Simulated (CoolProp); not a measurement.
Saturated liquid density (kg/m³) of n-perfluorohexane: the reference equation beside estimates from Tc = 448.0 K, pc = 1742 kPa, ω = 0.497.

The numbers come from the reference Helmholtz-energy equation of state, Gao 2022 in CoolProp.

```
T (K)  reference  van der Waals  Redlich-Kwong
-----  ---------  -------------  -------------
228.1       1872           1031           1530
235.2       1852           1021           1514
242.3       1833           1012            [?]
249.5       1813           1002           1481
256.6       1793            [?]           1465
263.7       1773            [?]           1447
270.9        [?]          971.1           1429
278         1733          960.4           1410
285.1       1713          949.4           1391
292.3       1693          937.9           1371
299.4       1672          926.3           1351
```

### Question
What belongs in the gaps?

### Answer

- 242.3, Redlich-Kwong: 1498
- 256.6, van der Waals: 992.0
- 263.7, van der Waals: 981.8
- 270.9, reference: 1753

Absolute difference from the reference over all 11 rows, mean and median: van der Waals 44.7 and 44.6 %, Redlich-Kwong 18.5 and 18.4 %.
